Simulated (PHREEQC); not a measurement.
Copper plating or etch bath (model solution)

A solution holds 0.0012 mol Cu(BF4)2 per kg of water, at 25 °C. It is in equilibrium with CO2 at log p = -3.5 (atm). Otherwise closed; pH follows from the charge balance.

Equilibrium calculation in PHREEQC: ion-association model, phreeqc.dat.

| Property | Value |
|---|---|
| pH | 3.05 |
| ionic strength | 0.00449 mol/kgw |
| total alkalinity | -7.20 meq/kg |

```
species  molality  activity   log γ
-------  --------  --------  ------
HF        0.00228   0.00228   0.000
F-        0.00184   0.00171  -0.032
Cu+2      0.00117  0.000886  -0.121
BF4-      0.00116   0.00108  -0.031
H+       0.000947  0.000887  -0.029
H3BO3    0.000941  0.000942   0.000
BF3OH-   0.000187  0.000174  -0.031
```

No solid was allowed to form. Real BF4- forms and hydrolyses slowly; the run takes it at equilibrium.
